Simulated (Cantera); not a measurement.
Cantera with NASA thermochemical tables; ideal gases at 1 bar, condensed phases pure. Values are per mole of reaction as written; species without (g) are pure solids or liquids, kept so even where they would boil at 1 bar.

Task: Between 300 and 598 K, where is each reaction favourable under standard conditions?
- 2 H2S(g) + Ni3S4 ⇌ 4 H(g) + 3 NiS2

Result: 
- 2 H2S(g) + Ni3S4 ⇌ 4 H(g) + 3 NiS2: ΔG° is 797 kJ at 300 K and 768 kJ at 598 K; it stays positive (K < 1). ΔH° is 834 kJ and ΔS° 110 J/K at 598 K.
